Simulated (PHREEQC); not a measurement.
Brine

Solution (25 °C): 1.7 mol CaCl2, 0.26 mol BaCl2 and 0.86 mol KBr per kg of water. Closed to the air; pH follows from the charge balance.

Equilibrium calculation in PHREEQC: Pitzer model, pitzer.dat.

Each row changes one thing in this solution. No solid was allowed to form.

| case | SI of Sylvite (KCl) | SI of Portlandite (Ca(OH)2) |
|---|---|---|
| as made | -0.73 | -10.49 |
| BaCl2 left out | -0.78 | -10.49 |
| BaCl2 replaced by SrCl2 at the same molality | -0.68 | -10.52 |
| CaCl2 from 1.7 to 0.85 mol/kgw | -1.04 | -10.38 |
| diluted 2-fold with water | -1.40 | -10.40 |
| diluted 100-fold with water | -4.57 | -10.99 |

Complexes and solids missing from the database can't appear.
